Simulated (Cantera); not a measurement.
Cantera run, input and output.

```python
import numpy as np
import cantera as ct

gas = ct.Solution("h2o2.yaml")
gas.TPX = 1423, 100000, {'H2': 0.88, 'O2': 1, 'N2': 74}
reactor = ct.IdealGasConstPressureReactor(gas, energy="off", clone=False)
net = ct.ReactorNet([reactor])
net.rtol, net.atol = 1e-08, 1e-18
show = ['H2', 'O2', 'OH', 'H2O2', 'O', 'H']
times = np.geomspace(0.0007, 50, 10)

steps = ct.SolutionArray(gas, extra=["t"])
rows = []
print(f"{'t/s':>10s}{'T/K':>9s}{'P/Pa':>11s}" + "".join(f"{s:>11s}" for s in show))
for t in times:
    while net.time < t:
        t_next = net.step()
        steps.append(gas.state, t=t_next)
    rows.append([np.interp(t, steps.t, y) for y in (steps.T, steps.P, *steps(*show).X.T)])
    print(f"{t:10.3e}{rows[-1][0]:9.1f}{rows[-1][1]:11.4g}" + "".join(f"{x:11.3e}" for x in rows[-1][2:]))
rate = np.gradient(steps.T, steps.t)
print("integrator steps:", len(steps.t))
if steps.T.max() > steps.T[0] + 200:
    print(f"time of steepest temperature rise: {steps.t[rate.argmax()]:.4e} s")
gas.TPX = 1423, 100000, {'H2': 0.88, 'O2': 1, 'N2': 74}
gas.equilibrate("TP")
print(f"equilibrium (TP): T = {gas.T:.1f} K  " + "  ".join(f"{s} {gas[s].X[0]:.3e}" for s in show))
```

It prints:

```
       t/s      T/K       P/Pa         H2         O2         OH       H2O2          O          H
 7.000e-04   1423.0      1e+05  7.233e-04  7.499e-03  5.181e-04  1.870e-07  1.051e-03  1.548e-03
 2.423e-03   1423.0      1e+05  1.337e-04  7.377e-03  2.133e-04  7.648e-08  1.650e-04  1.021e-04
 8.390e-03   1423.0      1e+05  1.194e-05  7.406e-03  6.377e-05  1.202e-08  1.457e-05  2.685e-06
 2.904e-02   1423.0      1e+05  1.528e-06  7.417e-03  2.362e-05  1.997e-09  1.976e-06  1.335e-07
 1.005e-01   1423.0      1e+05  3.305e-07  7.420e-03  1.118e-05  4.778e-10  4.431e-07  1.418e-08
 3.481e-01   1423.0      1e+05  1.169e-07  7.421e-03  6.663e-06  1.747e-10  1.576e-07  3.056e-09
 1.205e+00   1423.0      1e+05  8.744e-08  7.422e-03  5.744e-06  1.310e-10  1.172e-07  1.985e-09
 4.172e+00   1423.0      1e+05  8.711e-08  7.422e-03  5.732e-06  1.305e-10  1.167e-07  1.974e-09
 1.444e+01   1423.0      1e+05  8.711e-08  7.422e-03  5.732e-06  1.305e-10  1.167e-07  1.974e-09
 5.000e+01   1423.0      1e+05  8.711e-08  7.422e-03  5.732e-06  1.305e-10  1.167e-07  1.974e-09
integrator steps: 1679
equilibrium (TP): T = 1423.0 K  H2 8.711e-08  O2 7.422e-03  OH 5.732e-06  H2O2 1.305e-10  O 1.167e-07  H 1.974e-09
```

Model: the H2/O2 subset of GRI-Mech 3.0, which has no nitrogen chemistry, integrated in Cantera.
